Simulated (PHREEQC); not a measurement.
# Cooling-tower water: an equilibrium model

Synthetic water in mg/L, 85 °C, pH 7.86, pe 9: Na 189; K 235; Ca 28.5; Mg 33.6; Cl 143; S(6) as SO4 543; Alkalinity as HCO3 169; Pb 1.1; Sr 0.31; Br 0.514; Zn 0.435; Si as SiO2 20.6; Cd 0.49.

Valence states are taken as typed.

Model: ion-association model, phreeqc.dat, run in PHREEQC.

```yaml
ionic_strength: 0.0216 mol/kgw
specific_conductance: 4830 µS/cm
charge_balance_error: 1.1 %
```

```csv
species,molality,activity,log γ
O2,0.00811,0.00815,0.002
Na+,0.00807,0.00689,-0.069
K+,0.00579,0.00490,-0.072
SO4-2,0.00443,0.00236,-0.273
Cl-,0.00404,0.00342,-0.072
HCO3-,0.00249,0.00214,-0.067
MgSO4,0.000702,0.000706,0.002
Mg+2,0.000644,0.000352,-0.263
Ca+2,0.000504,0.000271,-0.269
H4SiO4,0.000326,0.000327,0.002
KSO4-,0.000227,0.000195,-0.067
CaSO4,0.000165,0.000166,0.002
NaSO4-,0.000131,0.000112,-0.067
CO2,6.69e-5,6.72e-5,0.002
CaCO3,3.04e-5,3.05e-5,0.002
OH-,2.74e-5,2.32e-5,-0.072
```

No solid was allowed to form. Examples of supersaturated solids here: Pb(OH)2, Otavite. Others may be too. At this temperature some constants are extrapolated from 25 °C, and those without enthalpy data are left unchanged. The database's zinc carbonate complexes are estimates, stronger than later reviews accept.
